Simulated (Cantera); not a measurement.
Source: NASA polynomial tables (part measured, part estimated), evaluated in Cantera. Values are per mole of reaction as written; species without (g) are pure solids or liquids, kept so even where they would boil at 1 bar.

2 NaI = I2(g) + 2 Na(g), with ΔH° = 852.7 kJ and ΔS° = 371.0 J/K at 300 K.

Task: How far is the shortcut ΔG° ≈ ΔH°(300 K) − T·ΔS°(300 K) from the full temperature-dependent value at 548, 573, 598, 623, 648, 673 K?

Result: 
```json
[
 {"T (K)": "548", "shortcut (kJ)": "649.4", "full (kJ)": "651.7", "difference (kJ)": "-2.3", "difference in log10 K": "0.22"},
 {"T (K)": "573", "shortcut (kJ)": "640.1", "full (kJ)": "642.9", "difference (kJ)": "-2.8", "difference in log10 K": "0.25"},
 {"T (K)": "598", "shortcut (kJ)": "630.9", "full (kJ)": "634.1", "difference (kJ)": "-3.2", "difference in log10 K": "0.28"},
 {"T (K)": "623", "shortcut (kJ)": "621.6", "full (kJ)": "625.4", "difference (kJ)": "-3.8", "difference in log10 K": "0.32"},
 {"T (K)": "648", "shortcut (kJ)": "612.3", "full (kJ)": "616.6", "difference (kJ)": "-4.3", "difference in log10 K": "0.35"},
 {"T (K)": "673", "shortcut (kJ)": "603.0", "full (kJ)": "608.0", "difference (kJ)": "-4.9", "difference in log10 K": "0.38"}
]
```
The shortcut ignores the heat-capacity change of the reaction.
